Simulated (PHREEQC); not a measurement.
Make-up at 25 °C: 0.0076 mol/kgw CsOH, 0.0062 mol/kgw H3BO3 and 0.00058 mol/kgw K2CO3. Closed to the air; pH follows from the charge balance.

Computed with PHREEQC (ion-association model, wateq4f.dat).

```
quantity          before    after
---------------  -------  -------
pH                 11.14    10.88
H3BO3 (mol/kgw)  6.94e-5  6.44e-5
```

**Question.** What was changed between the two runs?
(A) diluted 2-fold with water
(B) K2CO3 left out
(C) H3BO3 from 0.0062 to 0.0124 mol/kgw
(D) diluted 100-fold with water
(E) 0.00032 mol/kgw HBr added

**Answer.** A, diluted 2-fold with water

This is a speciation only: nothing precipitates in the calculation.
